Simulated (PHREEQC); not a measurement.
## Spent oxide etchant

Make-up at 50 °C: 6.6 mmol/kgw HF, 54 mmol/kgw H2SiF6 and 0.3 mmol/kgw H3PO4. Closed to the air; pH follows from the charge balance.

Computed with PHREEQC (ion-association model, phreeqc.dat).

This is a speciation only: nothing precipitates in the calculation.

Question: Predict the pH, density.

Answer: pH 1.08; density 0.993 g/cm³.

Question: In which forms is P present?

Answer: H3PO4 92 %, H2PO4- 7.9 % of the P.

Saturation is exceeded, for instance for Quartz (slow to form), Chalcedony (slow to form); the values hold only as long as no solid forms. Constants without temperature data keep their 25 °C values here. SiF6-2 is the database's only silicon fluoride.
